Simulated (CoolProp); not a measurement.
Aqueous methanol as a coolant, 40 % by mass, freezing at -38.7 °C, 1 atm.

Computed with CoolProp (Melinder's fits for secondary coolants).

| T (°C) | cp (kJ/(kg K)) | conductivity (W/(m K)) | viscosity (mPa s) | density (kg/m³) |
|---|---|---|---|---|
| -35.6 | 3.234 | 0.359 | 21.7 | 963.0 |
| -29.6 | 3.318 | 0.362 | 15.0 | 960.3 |
| -23.6 | 3.398 | 0.365 | 10.7 | 957.5 |
| -17.6 | 3.475 | 0.368 | 7.89 | 954.7 |
| -11.6 | 3.548 | 0.371 | 5.93 | 951.7 |
| -5.6 | 3.614 | 0.373 | 4.56 | 948.7 |
| 0.4 | 3.675 | 0.376 | 3.58 | 945.5 |
| 6.4 | 3.729 | 0.379 | 2.87 | 942.3 |
| 12.3 | 3.775 | 0.382 | 2.34 | 939.0 |
| 18.3 | 3.813 | 0.385 | 1.94 | 935.6 |
| 24.3 | 3.843 | 0.388 | 1.62 | 932.0 |
| 30.3 | 3.863 | 0.391 | 1.37 | 928.4 |
| 36.3 | 3.872 | 0.394 | 1.17 | 924.6 |
